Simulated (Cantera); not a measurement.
A perfectly stirred reactor is fed with C₃H₈ : O₂ : N₂ = 1 : 5.21 : 52.1 (molar parts), equivalence ratio 0.96, at 0.365 atm; it is adiabatic with a 650 K inlet, and is followed from long to short residence time, starting on the burning branch (τ in s: 0.1, 0.04, 0.016, 0.0061, 0.0024, 0.00092, 0.00036, 0.00014, 5.5e-05).

Model: GRI-Mech 3.0 (53 species, 325 reactions), integrated in Cantera. GRI-Mech 3.0 was tuned for natural gas; its chemistry of propane as a main component is partial and can be far from experiment.

**Question.** What does this change do: pressure from 0.365 atm to 1.28 atm?

**Answer.** 
| quantity | before | after |
|---|---|---|
| blow-out, bracketed by the residence times tried | burning at 2.40 ms, out at 0.920 ms | burning at 0.920 ms, out at 0.360 ms |
| x(C₃H₈) at τ = 0.100 s | 1.45e-6 | 1.22e-6 |
| x(O₂) at τ = 0.100 s | 0.00644 | 0.00464 |
| x(H) at τ = 0.100 s | 0.000859 | 0.000139 |
| x(C₂H₂) at τ = 0.100 s | 2.40e-6 | 3.63e-6 |
| x(O) at τ = 0.100 s | 0.000396 | 9.31e-5 |
| x(C₃H₈) at τ = 2.40 ms | 2.73e-5 | 1.39e-5 |
| x(O₂) at τ = 2.40 ms | 0.0136 | 0.00918 |
| x(H) at τ = 2.40 ms | 0.00376 | 0.00138 |
| x(C₂H₂) at τ = 2.40 ms | 1.97e-5 | 1.55e-5 |
| x(O) at τ = 2.40 ms | 0.00125 | 0.000566 |

**Question.** What does this change do: C3H8 1 to 0.76 parts?

**Answer.** 
| quantity | before | after |
|---|---|---|
| blow-out, bracketed by the residence times tried | burning at 2.40 ms, out at 0.920 ms | burning at 2.40 ms, out at 0.920 ms |
| x(C₃H₈) at τ = 0.100 s | 1.45e-6 | 3.26e-6 |
| x(O₂) at τ = 0.100 s | 0.00644 | 0.0245 |
| x(H) at τ = 0.100 s | 0.000859 | 0.000181 |
| x(C₂H₂) at τ = 0.100 s | 2.40e-6 | 9.98e-7 |
| x(O) at τ = 0.100 s | 0.000396 | 0.000302 |
| x(C₃H₈) at τ = 2.40 ms | 2.73e-5 | 7.12e-5 |
| x(O₂) at τ = 2.40 ms | 0.0136 | 0.0322 |
| x(H) at τ = 2.40 ms | 0.00376 | 0.00124 |
| x(C₂H₂) at τ = 2.40 ms | 1.97e-5 | 1.03e-5 |
| x(O) at τ = 2.40 ms | 0.00125 | 0.000708 |
